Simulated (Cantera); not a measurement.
## Equilibrium for silicon epitaxy and polysilicon growth: Si₂H₆ + H₂

Feed: 1 mol Si₂H₆, 6.1 mol H₂, equilibrated at 0.133 bar.

Method: chemical equilibrium by Gibbs-energy minimisation in Cantera with the NASA 1993 tables (ideal gas, pure condensed phases). Candidate condensed phases: Si; 9 gas species. The feed counts by its element totals alone. Gases not in the tables: Si₂H₆ and higher silanes. Equilibrium is a limit: real reactors are often held back by kinetics, nucleation or transport.

From 650 °C to 1400 °C the condensed part is Si(s). From 1475 °C to 1550 °C the condensed part is Si(l). The main Si-bearing gas is SiH₄ at 650 °C and SiH₂ at 1550 °C.

```
T (°C)  log p H₂  log p H  log p SiH₂  log p Si  n Si(s)  n Si(l)
------  --------  -------  ----------  --------  -------  -------
650        -0.88   -10.05      -11.96      <-12     2.00        0
725        -0.88    -9.10      -10.93      <-12     2.00        0
800        -0.88    -8.29      -10.04      <-12     2.00        0
875        -0.88    -7.58       -9.28    -12.74     2.00        0
950        -0.88    -6.96       -8.60    -11.49     2.00        0
1025       -0.88    -6.41       -8.01    -10.39     2.00        0
1100       -0.88    -5.92       -7.48     -9.41     2.00        0
1175       -0.88    -5.47       -7.00     -8.53     2.00        0
1250       -0.88    -5.07       -6.57     -7.74     2.00        0
1325       -0.88    -4.71       -6.19     -7.03     2.00        0
1400       -0.88    -4.38       -5.83     -6.38     2.00        0
1475       -0.88    -4.08       -5.56     -5.84        0     2.00
1550       -0.88    -3.80       -5.33     -5.35        0     2.00
```
log p: log10 of the partial pressure in bar; n: condensed amount in mol.
